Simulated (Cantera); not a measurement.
Input (Python, Cantera) and output of one run.

```python
import numpy as np
import cantera as ct

gas_names = [...]  # 113 gases of nasa_gas.yaml made of C, H, O, Pb
cond_names = """
    C(gr) C6H6(L) C7H8(L) C8H18(L),n-octa H2O(s) H2O(L) Pb(cr) Pb(L) PbO(rd) PbO(yw) PbO(L) PbO2(s)
    Pb3O4(s)
""".split()


# ... load() reads the species with a 1 bar reference pressure and builds the phases ...
atoms = {
    'PbO': {'Pb': 1, 'O': 1},
    'C': {'C': 1},
    'H2': {'H': 2},
}
top_T = {'C(gr)': 4500, 'Pb3O4(s)': 820}  # K; cautious upper limits of use, not melting points


# ... equilibrate(T, P, feed) seeds the gas with the atoms and calls Mixture.equilibrate('TP', solver="vcs", rtol=1e-11, max_steps=5000) ...
results = []
feed = {'PbO': 1, 'C': 0.37, 'H2': 0.19}  # mol
P = 390000  # Pa
for T in [2148, 2198, 2248, 2298, 2348, 2398, 2448, 2498, 2548]:
    mix = equilibrate(T, P, feed)
    results.append((T, P, feed, dict(zip(mix.species_names, mix.species_moles))))
    x = sorted(zip(gas.X, gas.species_names), reverse=True)
    print(f"T = {T:g} K  P = {P:g} Pa  gas = {mix.phase_moles(0):.4g} mol")
    print("   x: " + "  ".join(f"{s} {v:.3e}" for v, s in x if v > 1e-06))
    print("   condensed (mol): " + ("  ".join(f"{mix.phase(i).name} {mix.phase_moles(i):.4g}"
          for i in range(1, mix.n_phases) if mix.phase_moles(i) > 1e-12) or "none"))
```

Output:

```
T = 2148 K  P = 390000 Pa  gas = 1.336 mol
   x: Pb 4.772e-01  CO2 2.339e-01  H2O 1.369e-01  PbO 9.990e-02  CO 4.304e-02  H2 4.935e-03  Pb2 3.297e-03  OH 5.296e-04  H 1.483e-04  O2 1.320e-04  O 1.122e-05
   condensed (mol): Pb(L) 0.2201
T = 2198 K  P = 390000 Pa  gas = 1.555 mol
   x: Pb 5.371e-01  CO2 1.898e-01  H2O 1.162e-01  PbO 9.831e-02  CO 4.819e-02  H2 5.594e-03  Pb2 3.838e-03  OH 6.095e-04  H 2.109e-04  O2 1.404e-04  O 1.602e-05
   condensed (mol): none
T = 2248 K  P = 390000 Pa  gas = 1.556 mol
   x: Pb 5.325e-01  CO2 1.849e-01  H2O 1.155e-01  PbO 1.033e-01  CO 5.295e-02  H2 6.081e-03  Pb2 3.477e-03  OH 8.252e-04  H 2.901e-04  O2 2.165e-04  O 2.716e-05
   condensed (mol): none
T = 2298 K  P = 390000 Pa  gas = 1.557 mol
   x: Pb 5.278e-01  CO2 1.799e-01  H2O 1.147e-01  PbO 1.082e-01  CO 5.776e-02  H2 6.578e-03  Pb2 3.157e-03  OH 1.103e-03  H 3.934e-04  O2 3.280e-04  O 4.502e-05
   condensed (mol): none
T = 2348 K  P = 390000 Pa  gas = 1.558 mol
   x: Pb 5.230e-01  CO2 1.749e-01  H2O 1.139e-01  PbO 1.131e-01  CO 6.260e-02  H2 7.085e-03  Pb2 2.873e-03  OH 1.454e-03  H 5.263e-04  O2 4.883e-04  O 7.306e-05
   condensed (mol): none
T = 2398 K  P = 390000 Pa  gas = 1.559 mol
   x: Pb 5.183e-01  CO2 1.698e-01  PbO 1.178e-01  H2O 1.130e-01  CO 6.748e-02  H2 7.602e-03  Pb2 2.621e-03  OH 1.895e-03  O2 7.146e-04  H 6.956e-04  O 1.162e-04
   condensed (mol): none
T = 2448 K  P = 390000 Pa  gas = 1.561 mol
   x: Pb 5.136e-01  CO2 1.647e-01  PbO 1.223e-01  H2O 1.119e-01  CO 7.236e-02  H2 8.128e-03  OH 2.440e-03  Pb2 2.396e-03  O2 1.028e-03  H 9.088e-04  O 1.811e-04
   condensed (mol): none
T = 2498 K  P = 390000 Pa  gas = 1.563 mol
   x: Pb 5.090e-01  CO2 1.595e-01  PbO 1.266e-01  H2O 1.108e-01  CO 7.727e-02  H2 8.666e-03  OH 3.105e-03  Pb2 2.195e-03  O2 1.454e-03  H 1.175e-03  O 2.770e-04
   condensed (mol): none
T = 2548 K  P = 390000 Pa  gas = 1.565 mol
   x: Pb 5.045e-01  CO2 1.542e-01  PbO 1.305e-01  H2O 1.095e-01  CO 8.219e-02  H2 9.215e-03  OH 3.908e-03  O2 2.021e-03  Pb2 2.016e-03  H 1.503e-03  O 4.161e-04
   condensed (mol): none
```

These are equilibrium values from Cantera (NASA tables, ideal gas, pure condensed phases), not measurements of a reactor. Gases not in the tables: (PbO)n polymers.
